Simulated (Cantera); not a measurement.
A closed system holds: 1 mol C, 10 mol H2, 2.2 mol N2, 0.048 mol O2, equilibrated at 99000 Pa.

Cantera equilibrium calculation (NASA polynomials, part measured and part estimated; ideal gas, pure solids and liquids). Candidate condensed phases: C, C6H6, C7H8, C8H18, H2O; 136 gas species. Kinetics and transport are ignored. All values below are at 1148 K.

Base state: H2 0.795, N2 0.182, CH4 0.0149, CO 0.00763, H2O 0.000289, NH3 7.37e-5, HCN 1.55e-5 (mole fractions); condensed: C(graphite).

Problem. What changes in the equilibrium state with this change: C replaced by CO?

Solution. 
```tsv
species	before	after
H2	0.795	0.746
N2	0.182	0.168
CO	0.00763	0.0721
CH4	0.0149	0.00339
CO2	2.35e-6	0.000810
H2O	0.000289	0.00990
HCN	1.55e-5	3.73e-6
C(graphite), mol	0.727	0
```

Problem. What changes in the equilibrium state with this change: pressure from 99000 Pa to 22.0 Pa?

Solution. 
```tsv
species	before	after
H2	0.795	0.813
N2	0.182	0.179
CO	0.00763	0.00781
CH4	0.0149	3.46e-6
NH3	7.37e-5	1.68e-8
H2O	0.000289	6.72e-8
HCN	1.55e-5	1.56e-5
C(graphite), mol	0.727	0.904
```
